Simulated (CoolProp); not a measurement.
n-perfluorohexane at several states: Z from the reference equation and from simpler models built on Tc = 174.9 °C, pc = 1.742 MPa, ω = 0.497; each cubic takes its own stable root.

The numbers come from the reference Helmholtz-energy equation of state, Gao 2022 in CoolProp.

```tsv
T (°C)	p (MPa)	phase	reference
-48.15	10.1	liquid	0.9583
16.25	0.029	liquid	0.002395
153.35	0.012	gas	0.9971
155.65	1.02	gas	0.6815
-31.15	0.497	liquid	0.04551
-33.05	0.0383	liquid	0.003527
```

Q: How far does each simpler model (van der Waals, Redlich-Kwong) lie from the reference over these 6 states: mean and median of the absolute difference, and the worst?

A: 
- van der Waals: mean 11450.7 %, median 77.1 %, worst +41077.5 % at 16.25 °C and 0.029 MPa
- Redlich-Kwong: mean 6819.6 %, median 21.2 %, worst +40847.8 % at 16.25 °C and 0.029 MPa

At some of these states van der Waals, Redlich-Kwong gives the other phase, because its saturation line lies elsewhere.
